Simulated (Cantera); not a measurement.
A closed system holds: 1 mol SiCl4, 1.9 mol NO, equilibrated at 1002 °C and 1000 Pa.

Method: chemical equilibrium by Gibbs-energy minimisation in Cantera with the NASA 1993 tables (ideal gas, pure condensed phases). Candidate condensed phases: Si, SiO2, Si2N2O, Si3N4; 23 gas species. The tables hold silica as quartz up to 1696 K and as liquid above; real silica turns to tridymite and cristobalite and melts near 1996 K. Kinetics and transport are ignored.

Base state: Cl2 0.592, N2 0.315, Cl 0.0761, SiCl4 0.0166 (mole fractions); condensed: SiO2(β-quartz).

Q: What changes in the equilibrium state with this change: SiCl4 replaced by SiH2Cl2?

A: 
| species | before | after |
|---|---|---|
| HCl | 0 | 0.621 |
| N2 | 0.315 | 0.327 |
| H2 | 0 | 0.0341 |
| Cl2 | 0.592 | 4.55e-8 |
| Cl | 0.0761 | 2.11e-5 |
| SiCl4 | 0.0166 | 0.0165 |
| SiCl2 | <1e-9 | 0.000117 |
| SiHCl3 | 0 | 3.66e-5 |
| SiO2(β-quartz), mol | 0.950 | 0.950 |
The tables' values for SiCl3 are old estimates; treat these amounts as uncertain. Further candidate phases: H2O, NH4Cl.

Q: What changes in the equilibrium state with this change: SiCl4 replaced by SiF4?

A: 
```csv
species,before,after
SiF4,0,0.345
N2,0.315,0.327
O2,4.75e-7,0.327
Cl2,0.592,0
Cl,0.0761,0
SiCl4,0.0166,0
NO,3.19e-7,0.000270
"SiO2(β-quartz), mol",0.950,0
```

Q: What changes in the equilibrium state with this change: temperature from 1002 °C to 1250 °C?

A: 
```json
[
 {"species": "Cl", "before": "0.0761", "after": "0.392"},
 {"species": "Cl2", "before": "0.592", "after": "0.331"},
 {"species": "N2", "before": "0.315", "after": "0.263"},
 {"species": "SiCl4", "before": "0.0166", "after": "0.0139"},
 {"species": "SiCl3", "before": "1.52e-7", "after": "1.02e-5"},
 {"species": "SiO2(β-quartz), mol", "before": "0.950", "after": "0.950"}
]
```
The tables' values for SiCl3 are old estimates; treat these amounts as uncertain.
